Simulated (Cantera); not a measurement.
Aluminium nitride and oxide growth: Al(CH3)3 + N2O + H2

Charge: 1 mol Al(CH3)3, 6.2 mol N2O, 720 mol H2, equilibrated at 435 Torr.

Equilibrium computed with Cantera from the NASA thermochemical tables; the gas is ideal and each condensed phase is pure. Candidate condensed phases: Al, AlN, Al2O3, C, C6H6, C7H8, C8H18, H2O; 148 gas species. The feed counts by its element totals alone. The tables' values for AlOH are old estimates; treat these amounts as uncertain. Equilibrium is a limit: real reactors are often held back by kinetics, nucleation or transport.

From 400 °C to 2000 °C the condensed part is Al2O3(s).

| T (°C) | x H2 | x H | x N2 | x H2O | n Al2O3(s) |
|---|---|---|---|---|---|
| 400 | 0.981 | <1e-12 | 0.00818 | 0.00646 | 0.500 |
| 600 | 0.981 | 6.08e-11 | 0.00848 | 0.00641 | 0.500 |
| 800 | 0.984 | 1.82e-8 | 0.00846 | 0.00371 | 0.500 |
| 1000 | 0.985 | 9.29e-7 | 0.00845 | 0.00237 | 0.500 |
| 1200 | 0.985 | 1.65e-5 | 0.00845 | 0.00232 | 0.500 |
| 1400 | 0.985 | 0.000148 | 0.00845 | 0.00231 | 0.500 |
| 1600 | 0.984 | 0.000841 | 0.00845 | 0.00231 | 0.500 |
| 1800 | 0.982 | 0.00342 | 0.00844 | 0.00232 | 0.497 |
| 2000 | 0.974 | 0.0109 | 0.00840 | 0.00263 | 0.393 |
x: gas mole fraction; n: condensed amount in mol.
